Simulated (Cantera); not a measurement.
A perfectly stirred reactor is fed with H2 : O2 : N2 = 1 : 0.61 : 2.29 (molar parts), equivalence ratio 0.82, at 0.987 atm; it is adiabatic with a 400 K inlet, and is followed from long to short residence time, starting on the burning branch (τ in s: 0.03, 0.013, 0.0057, 0.0025, 0.0011, 0.00048, 0.00021, 9.1e-05, 4e-05).

Computed with Cantera and the H2/O2 subset of GRI-Mech 3.0, which has no nitrogen chemistry.

Q: What does this change do: pressure from 0.987 atm to 1.18 atm?

A: 
```csv
quantity,before,after
"blow-out, bracketed by the residence times tried","burning at 40.0 µs, the shortest tried","burning at 40.0 µs, the shortest tried"
x(H2) at τ = 30.0 ms,0.00373,0.00332
x(O2) at τ = 30.0 ms,0.0318,0.0317
x(O) at τ = 30.0 ms,0.000969,0.000859
x(H) at τ = 30.0 ms,0.000669,0.000558
x(H2O) at τ = 30.0 ms,0.285,0.286
x(H2) at τ = 1.10 ms,0.0143,0.0123
x(O2) at τ = 1.10 ms,0.0350,0.0342
x(O) at τ = 1.10 ms,0.00416,0.00344
x(H) at τ = 1.10 ms,0.00601,0.00454
x(H2O) at τ = 1.10 ms,0.265,0.269
```
